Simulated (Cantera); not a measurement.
Charge: 1 mol C₃H₆, 0.022 mol NH₃, 26 mol N₂, at 2275 K and 15000 Pa.

These are equilibrium values from Cantera (NASA tables, ideal gas, pure condensed phases), not measurements of a reactor. Candidate condensed phases: C, C₆H₆, C₇H₈, C₈H₁₈; 92 gas species. Equilibrium is a limit: real reactors are often held back by kinetics, nucleation or transport.

Base state: N₂ 0.887, H₂ 0.0943, HCN 0.0110, H 0.00673, HNC 0.000971, C₂H₂ (acetylene) 0.000359, CN 3.21e-5, C₂N₂ 1.56e-5 (mole fractions); condensed: C(graphite).

Problem. What changes in the equilibrium state with this change: C₃H₆ replaced by C₂H₄?

Solution. 
```json
[
 {"species": "N₂", "before": "0.887", "after": "0.920"},
 {"species": "H₂", "before": "0.0943", "after": "0.0642"},
 {"species": "HCN", "before": "0.0110", "after": "0.00927"},
 {"species": "C₂H₂ (acetylene)", "before": "0.000359", "after": "0.000245"},
 {"species": "H", "before": "0.00673", "after": "0.00556"},
 {"species": "HNC", "before": "0.000971", "after": "0.000816"},
 {"species": "C(graphite), mol", "before": "2.63", "after": "1.70"}
]
```

Problem. What changes in the equilibrium state with this change: temperature from 2275 K to 1425 K?

Solution. 
```
species             before     after
----------------  --------  --------
N₂                   0.887     0.895
H₂                  0.0943     0.104
HCN                 0.0110  0.000185
CN                 3.21e-5     <1e-9
C₂N₂               1.56e-5     <1e-9
H                  0.00673   5.69e-6
C₂H₂ (acetylene)  0.000359   3.68e-7
HNC               0.000971   2.42e-6
C(graphite), mol      2.63      2.99
```

Problem. What changes in the equilibrium state with this change: C₃H₆ replaced by C₂H₅OH?

Solution. 
```csv
species,before,after
N₂,0.887,0.857
H₂,0.0943,0.0912
CO,0,0.0332
HCN,0.0110,0.0107
C₂H₂ (acetylene),0.000359,0.000347
HNC,0.000971,0.000938
"C(graphite), mol",2.63,0.628
```
Further candidate phases: H₂O.
